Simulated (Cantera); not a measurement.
Input: 1 mol Ta, 9.6 mol CO2, 38 mol H2, held at 0.310 bar.

These are equilibrium values from Cantera (NASA tables, ideal gas, pure condensed phases), not measurements of a reactor. Candidate condensed phases: C, C6H6, C7H8, C8H18, H2O, Ta, TaC, Ta2O5; 113 gas species. Equilibrium is a limit: real reactors are often held back by kinetics, nucleation or transport.

Task: Which condensed phases are stable at each of these points (T (K)): 1523, 1673, 1823, 1973, 2123, 2273, 2423, 2573?

Result: 
```json
[
 {"T (K)": "1523", "condensed phases": "Ta2O5(s)", "Ta condensed (%)": "100.0"},
 {"T (K)": "1673", "condensed phases": "Ta2O5(s)", "Ta condensed (%)": "100.0"},
 {"T (K)": "1823", "condensed phases": "Ta2O5(s)", "Ta condensed (%)": "100.0"},
 {"T (K)": "1973", "condensed phases": "Ta2O5(s)", "Ta condensed (%)": "100.0"},
 {"T (K)": "2123", "condensed phases": "Ta2O5(l)", "Ta condensed (%)": "100.0"},
 {"T (K)": "2273", "condensed phases": "Ta2O5(l)", "Ta condensed (%)": "99.9"},
 {"T (K)": "2423", "condensed phases": "Ta2O5(l)", "Ta condensed (%)": "99.3"},
 {"T (K)": "2573", "condensed phases": "Ta2O5(l)", "Ta condensed (%)": "96.1"}
]
```

From 1523 K to 1973 K the condensed part is Ta2O5(s). From 2123 K to 2573 K the condensed part is Ta2O5(l).
